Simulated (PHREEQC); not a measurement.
A solution holds 0.06 mol H2SO4, 0.04 mol Li2SO4 and 0.05 mol Fe2(SO4)3 per kg of water, at 25 °C. It is in equilibrium with CO2 at log p = -1 (atm). Otherwise closed; pH follows from the charge balance.

Equilibrium calculation in PHREEQC: ion-association model, wateq4f.dat.

No solid was allowed to form.

**Question.** Order these Fe species by the share of Fe that they hold, largest first: Fe+3, FeOH+2, FeSO4+, Fe(SO4)2-, FeHSO4+2.

**Answer.** FeSO4+ (63 %), Fe(SO4)2- (21 %), FeHSO4+2 (13 %), Fe+3 (2.5 %), FeOH+2 (0.21 %)

The pH is 1.50 and the ionic strength 0.294 mol/kgw. Saturation is exceeded, for instance for Hematite (slow to form), Goethite (slow to form); the values hold only as long as no solid forms.
